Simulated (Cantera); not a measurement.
## Ammonia decomposition in nitride growth gas

An isothermal, constant-pressure homogeneous reactor starts with 10.5 % NH3, 89.5 % H2, at 1998 K and 101000 Pa.

Model: the gas-phase N/H chemistry of the illustrative SiF4/NH3 mechanism in the Surface Chemkin manual (1991), integrated in Cantera. Walls and surfaces, which speed up NH3 decomposition in real reactors, are not modelled.

```tsv
t (s)	x NH3	x H2	x NH2	x N2H4	x N2H2	x NH	x N
2.00e-6	0.105	0.895	1.26e-6	<1e-12	1.62e-12	1.33e-10	<1e-12
9.02e-6	0.105	0.895	5.50e-6	1.42e-11	4.65e-11	3.12e-9	5.48e-12
4.07e-5	0.105	0.895	2.46e-5	2.87e-10	1.20e-9	6.54e-8	5.44e-10
0.000184	0.105	0.894	0.000107	5.40e-9	3.73e-8	1.24e-6	4.49e-8
0.000829	0.104	0.894	0.000251	2.99e-8	3.34e-7	6.84e-6	5.85e-7
0.00374	0.0990	0.897	0.000247	2.90e-8	3.31e-7	6.99e-6	6.20e-7
0.0169	0.0792	0.908	0.000210	2.11e-8	2.49e-7	6.37e-6	6.03e-7
0.0762	0.0332	0.933	0.000111	5.84e-9	7.87e-8	4.25e-6	5.10e-7
0.344	0.00426	0.949	1.96e-5	1.83e-10	3.03e-9	1.04e-6	1.74e-7
1.55	0.000644	0.951	3.08e-6	4.50e-12	7.67e-11	1.70e-7	2.95e-8
7.00	0.000131	0.951	6.28e-7	<1e-12	3.32e-12	3.47e-8	6.03e-9
```
x: mole fraction; the columns are a selection and need not sum to one.

Equilibrium at this temperature and pressure: NH3 4.12e-6, H2 0.951, NH2 1.97e-8, N2H4 <1e-12, N2H2 <1e-12, NH 1.09e-9, N 1.89e-10 (gas phase only).
